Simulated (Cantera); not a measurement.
Input (Python, Cantera):

```python
import numpy as np
import cantera as ct

gas = ct.Solution("h2o2.yaml")
gas.TPX = 498, 36000, {'H2': 1, 'O2': 0.781, 'N2': 3.67}
flame = ct.FreeFlame(gas, width=0.082)
flame.set_refine_criteria(ratio=3, slope=0.08, curve=0.16)
flame.transport_model = "mixture-averaged"
flame.solve(loglevel=0, auto=True)
z, T = flame.grid, flame.T
thick = (T[-1] - T[0]) / np.gradient(T, z).max()
show = ['H2', 'O2', 'H2O2', 'H', 'O', 'OH']
print(f"laminar burning velocity  {flame.velocity[0] * 100:.3f} cm/s")
print(f"burnt temperature         {T[-1]:.1f} K")
print(f"thermal thickness         {thick * 1e3:.4f} mm")
print(f"grid points               {len(z)}")
z0 = z[flame.heat_release_rate.argmax()]
print(f"{'z/mm':>9s}{'T/K':>9s}{'u/(m/s)':>9s}" + "".join(f"{s:>11s}" for s in show))
rows = []
for k in (-3, -2, -1.5, -1, -0.5, -0.25, 0, 0.25, 0.5, 1, 2, 4, 8):
    zz = z0 + k * thick
    rows.append([k * thick, np.interp(zz, z, T), np.interp(zz, z, flame.velocity),
                 *(np.interp(zz, z, flame.X[gas.species_index(s)]) for s in show)])
    print(f"{rows[-1][0] * 1e3:9.3f}{rows[-1][1]:9.1f}{rows[-1][2]:9.3f}" + "".join(f"{x:11.3e}" for x in rows[-1][3:]))
```

Output:

```
laminar burning velocity  239.612 cm/s
burnt temperature         1866.7 K
thermal thickness         1.6089 mm
grid points               115
     z/mm      T/K  u/(m/s)         H2         O2       H2O2          H          O         OH
   -4.827    498.0    2.396  1.835e-01  1.433e-01  1.183e-13  2.357e-15  6.240e-14  1.055e-15
   -3.218    498.0    2.396  1.834e-01  1.433e-01  7.673e-12  2.480e-13  5.816e-12  9.836e-14
   -2.413    498.0    2.396  1.834e-01  1.433e-01  1.556e-10  7.907e-12  1.264e-10  2.142e-12
   -1.609    498.1    2.395  1.828e-01  1.434e-01  1.513e-08  8.602e-09  9.150e-09  3.248e-10
   -0.804    525.3    2.497  1.719e-01  1.444e-01  9.150e-06  8.676e-05  7.132e-06  5.306e-05
   -0.402    725.3    3.368  1.381e-01  1.392e-01  1.147e-05  2.923e-03  1.914e-04  4.701e-04
    0.000   1057.3    4.798  7.484e-02  1.125e-01  2.464e-06  1.492e-02  3.041e-03  1.670e-03
    0.402   1303.4    5.869  2.685e-02  7.723e-02  2.442e-06  2.242e-02  7.916e-03  4.615e-03
    0.804   1433.3    6.426  1.425e-02  6.491e-02  1.680e-06  1.971e-02  9.181e-03  6.354e-03
    1.609   1563.2    6.964  1.062e-02  6.055e-02  8.942e-07  1.286e-02  7.849e-03  7.549e-03
    3.218   1678.0    7.426  7.793e-03  5.846e-02  4.555e-07  6.731e-03  5.477e-03  7.744e-03
    6.436   1766.5    7.773  4.694e-03  5.728e-02  2.466e-07  2.749e-03  3.155e-03  6.797e-03
   12.872   1821.4    7.984  2.293e-03  5.694e-02  1.414e-07  8.673e-04  1.503e-03  5.112e-03
```

Model: the H2/O2 subset of GRI-Mech 3.0, which has no nitrogen chemistry, integrated in Cantera. Burning velocities carry a grid error of a few per cent, more on coarse grids. Lean hydrogen flames are cellular in practice and burn faster than this planar one.
